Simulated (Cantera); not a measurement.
## SiHCl3 + NH3 + N2 (silicon nitride deposition)

Charge: 1 mol SiHCl3, 5.1 mol NH3, 3.1 mol N2, equilibrated at 0.133 bar.

Method: chemical equilibrium by Gibbs-energy minimisation in Cantera with the NASA 1993 tables (ideal gas, pure condensed phases). Candidate condensed phases: NH4Cl, Si, Si3N4; 28 gas species. The tables' values for SiCl3 are old estimates; treat these amounts as uncertain. Rates play no part.

| T (K) | log p H2 | log p N2 | log p HCl | log p SiCl4 | log p SiCl2 | log p SiCl3 | log p SiHCl3 | log p H | n Si3N4(s) |
|---|---|---|---|---|---|---|---|---|---|
| 900 | -1.21 | -1.34 | -1.59 | -3.37 | -9.58 | -7.32 | -5.54 | -10.54 | 0.318 |
| 975 | -1.21 | -1.34 | -1.58 | -3.49 | -8.38 | -6.66 | -5.37 | -9.55 | 0.321 |
| 1050 | -1.21 | -1.34 | -1.58 | -3.60 | -7.35 | -6.11 | -5.22 | -8.70 | 0.324 |
| 1125 | -1.21 | -1.34 | -1.58 | -3.70 | -6.47 | -5.63 | -5.09 | -7.96 | 0.326 |
| 1200 | -1.21 | -1.34 | -1.57 | -3.78 | -5.70 | -5.21 | -4.99 | -7.31 | 0.327 |
| 1275 | -1.22 | -1.34 | -1.57 | -3.86 | -5.02 | -4.85 | -4.89 | -6.74 | 0.327 |
| 1350 | -1.22 | -1.34 | -1.57 | -3.93 | -4.42 | -4.53 | -4.81 | -6.23 | 0.326 |
| 1425 | -1.21 | -1.34 | -1.58 | -4.01 | -3.90 | -4.25 | -4.75 | -5.77 | 0.322 |
| 1500 | -1.21 | -1.34 | -1.59 | -4.11 | -3.44 | -4.03 | -4.72 | -5.36 | 0.313 |
log p: log10 of the partial pressure in bar; n: condensed amount in mol.

From 900 K to 1500 K the condensed part is Si3N4(s). The main Si-bearing gas is SiCl4 at 900 K and SiCl2 at 1500 K. The share of Si in condensed phases is highest at 1275 K (98.1 %) and lowest at 1500 K (93.9 %).
